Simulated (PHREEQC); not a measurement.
Dissolve 0.0029 mol/kgw Cu(BF4)2, 3.9e-05 mol/kgw HNO3 and 0.0097 mol/kgw NaCl at 25 °C. Closed to the air; pH follows from the charge balance.

Computed with PHREEQC (ion-association model, wateq4f.dat).

```
Quantity                  Result
----------------  --------------
pH                          2.97
ionic strength    0.0194 mol/kgw
total alkalinity    -17.4 meq/kg
```

| species | molality | activity | log γ |
|---|---|---|---|
| Na+ | 0.00969 | 0.00847 | -0.059 |
| Cl- | 0.00966 | 0.00839 | -0.061 |
| BF4- | 0.00398 | 0.00344 | -0.064 |
| HF | 0.00304 | 0.00305 | 0.002 |
| Cu+2 | 0.00279 | 0.00167 | -0.223 |
| F- | 0.00218 | 0.00190 | -0.061 |

This is a speciation only: nothing precipitates in the calculation. Real BF4- forms and hydrolyses slowly; the run takes it at equilibrium.
